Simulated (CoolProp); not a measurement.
Vapour-liquid equilibrium of R125 (1) + R236FA (2) at 201.6 K; x and y are mole fractions of (1).

The numbers come from the multi-fluid Helmholtz-energy mixture model, Lemmon 2005 and Pan 2012; pair parameters Bell 2016 in CoolProp.

```
x     bubble pressure (kPa)  y at the bubble point  dew pressure at overall composition x (kPa)  liquid density (mol/L)
----  ---------------------  ---------------------  -------------------------------------------  ----------------------
0.05                  2.863                  0.510                                        1.548                   10.95
0.15                  5.569                  0.773                                        1.720                   11.17
0.25                  8.200                  0.863                                        1.934                   11.39
0.35                  10.78                  0.909                                        2.210                   11.62
0.45                  13.32                  0.937                                        2.578                   11.86
0.55                  15.84                  0.956                                        3.092                   12.10
0.65                  18.35                  0.970                                        3.862                   12.36
0.75                  20.87                  0.981                                        5.140                   12.61
0.85                  23.41                  0.990                                        7.669                   12.88
0.95                  25.97                  0.997                                        14.93                   13.15
```

No azeotrope shows between x = 0.05 and 0.95.

The pair parameters rest on a limited set of measurements; away from them the model extrapolates.
